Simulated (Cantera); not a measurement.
SiHCl3 + HCl + H2 (silicon epitaxy and polysilicon growth)

Charge: 1 mol SiHCl3, a varied amount of HCl, 5.6 mol H2, held at 1273 K and 0.0370 bar.

Method: chemical equilibrium by Gibbs-energy minimisation in Cantera with the NASA 1993 tables (ideal gas, pure condensed phases). Candidate condensed phases: Si; 19 gas species. The tables' values for SiCl3 are old estimates; treat these amounts as uncertain. Kinetics and transport are ignored.

```
n(HCl) (mol)   x H2  x HCl  x SiCl4  x SiCl2  x SiCl3  x SiHCl3  n Si(s)
------------  -----  -----  -------  -------  -------  --------  -------
0.31          0.772  0.117   0.0386   0.0455   0.0164    0.0102    0.169
0.49          0.767  0.118   0.0407   0.0467   0.0170    0.0106    0.120
0.67          0.762  0.119   0.0427   0.0479   0.0176    0.0109   0.0701
0.84          0.757  0.120   0.0445   0.0489   0.0182    0.0113   0.0233
1             0.751  0.125   0.0470   0.0471   0.0184    0.0113        0
1.2           0.741  0.137   0.0508   0.0416   0.0180    0.0110        0
1.4           0.731  0.150   0.0543   0.0367   0.0174    0.0106        0
1.6           0.720  0.163   0.0573   0.0324   0.0168    0.0102        0
1.7           0.715  0.169   0.0586   0.0305   0.0165   0.00992        0
1.9           0.705  0.182   0.0610   0.0270   0.0159   0.00945        0
2.1           0.694  0.195   0.0631   0.0239   0.0152   0.00898        0
```
x: gas mole fraction; n: condensed amount in mol.

From 0.31 mol HCl to 0.84 mol HCl the condensed part is Si(s). From 1 mol HCl to 2.1 mol HCl nothing is condensed. The main Si-bearing gas is SiCl2 at 0.31 mol HCl and SiCl4 at 2.1 mol HCl.
